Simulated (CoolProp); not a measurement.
n-perfluorohexane along the isotherm 414.4 K: fugacity coefficient from the reference equation and from simpler models built on Tc = 448.0 K, pc = 1.742 MPa, ω = 0.497; each cubic takes its own stable root.

The numbers come from the reference Helmholtz-energy equation of state, Gao 2022 in CoolProp.

```
p (MPa)   phase  reference  van der Waals  Redlich-Kwong  Soave-Redlich-Kwong
-------  ------  ---------  -------------  -------------  -------------------
0.201       gas     0.9471         0.9588         0.9512               0.9480
0.402       gas     0.8945         0.9177         0.9030               0.8966
0.603       gas     0.8418         0.8766         0.8552               0.8455
0.804       gas     0.7885         0.8351         0.8074               0.7941
1        liquid     0.6934         0.7939         0.7603               0.7116
1.21     liquid     0.5827         0.7480         0.6793               0.6007
1.41     liquid     0.5081         0.6739         0.5958               0.5258
1.61     liquid     0.4521         0.6071         0.5330               0.4696
1.81     liquid     0.4085         0.5551         0.4841               0.4258
2.01     liquid     0.3736         0.5135         0.4450               0.3909
2.21     liquid     0.3451         0.4796         0.4129               0.3623
2.41     liquid     0.3214         0.4514         0.3863               0.3385
2.61     liquid     0.3014         0.4276         0.3638               0.3184
```

At some of these states van der Waals, Redlich-Kwong gives the other phase, because its saturation line lies elsewhere.
